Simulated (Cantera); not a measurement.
A perfectly stirred reactor is fed with CH4 : O2 : N2 = 1 : 1.33 : 5.01 (molar parts), equivalence ratio 1.5, at 0.355 atm; it is adiabatic with a 450 K inlet, and is followed from long to short residence time, starting on the burning branch (τ in s: 0.11, 0.055, 0.028, 0.015, 0.0077, 0.004, 0.0021, 0.0011, 0.00056, 0.00029, 0.00015, 7.8e-05, 4e-05).

Computed with Cantera and GRI-Mech 3.0 (53 species, 325 reactions).

Q: What does this change do: pressure from 0.355 atm to 14.8 atm?

A: 
```json
[
 {"quantity": "blow-out, bracketed by the residence times tried", "before": "burning at 1.10 ms, out at 0.560 ms", "after": "burning at 0.290 ms, out at 0.150 ms"},
 {"quantity": "x(CH4) at τ = 0.110 s", "before": "0.000135", "after": "0.000998"},
 {"quantity": "x(O2) at τ = 0.110 s", "before": "0.000136", "after": "4.26e-5"},
 {"quantity": "x(N2O) at τ = 0.110 s", "before": "1.81e-8", "after": "1.49e-9"},
 {"quantity": "x(HCO) at τ = 0.110 s", "before": "1.68e-7", "after": "6.30e-8"},
 {"quantity": "x(H) at τ = 0.110 s", "before": "0.00251", "after": "0.000136"},
 {"quantity": "x(CH4) at τ = 2.10 ms", "before": "0.00166", "after": "0.00687"},
 {"quantity": "x(O2) at τ = 2.10 ms", "before": "0.00375", "after": "0.00163"},
 {"quantity": "x(N2O) at τ = 2.10 ms", "before": "4.19e-8", "after": "8.37e-9"},
 {"quantity": "x(HCO) at τ = 2.10 ms", "before": "5.27e-6", "after": "1.52e-7"},
 {"quantity": "x(H) at τ = 2.10 ms", "before": "0.00412", "after": "0.000171"}
]
```
The pressure lies above the range GRI-Mech 3.0 was tuned for (to about 10 atm).

Q: What does this change do: CH4 1 to 1.5 parts?

A: 
```
quantity                                                                       before                               after
------------------------------------------------  -----------------------------------  ----------------------------------
blow-out, bracketed by the residence times tried  burning at 1.10 ms, out at 0.560 ms  burning at 15.0 ms, out at 7.70 ms
x(CH4) at τ = 0.110 s                                                        0.000135                              0.0214
x(O2) at τ = 0.110 s                                                         0.000136                             0.00288
x(N2O) at τ = 0.110 s                                                         1.81e-8                            4.20e-10
x(HCO) at τ = 0.110 s                                                         1.68e-7                             5.95e-8
x(H) at τ = 0.110 s                                                           0.00251                            0.000152
x(CH4) at τ = 2.10 ms                                                         0.00166                               0.191
x(O2) at τ = 2.10 ms                                                          0.00375                               0.170
x(N2O) at τ = 2.10 ms                                                         4.19e-8                              <1e-12
x(HCO) at τ = 2.10 ms                                                         5.27e-6                              <1e-12
x(H) at τ = 2.10 ms                                                           0.00412                              <1e-12
```

Q: What does this change do: CH4 1 to 1.3 parts?

A: 
| quantity | before | after |
|---|---|---|
| blow-out, bracketed by the residence times tried | burning at 1.10 ms, out at 0.560 ms | burning at 7.70 ms, out at 4.00 ms |
| x(CH4) at τ = 0.110 s | 0.000135 | 0.00924 |
| x(O2) at τ = 0.110 s | 0.000136 | 0.00112 |
| x(N2O) at τ = 0.110 s | 1.81e-8 | 3.96e-10 |
| x(HCO) at τ = 0.110 s | 1.68e-7 | 8.04e-8 |
| x(H) at τ = 0.110 s | 0.00251 | 0.000347 |
| x(CH4) at τ = 2.10 ms | 0.00166 | 0.170 |
| x(O2) at τ = 2.10 ms | 0.00375 | 0.174 |
| x(N2O) at τ = 2.10 ms | 4.19e-8 | <1e-12 |
| x(HCO) at τ = 2.10 ms | 5.27e-6 | <1e-12 |
| x(H) at τ = 2.10 ms | 0.00412 | <1e-12 |
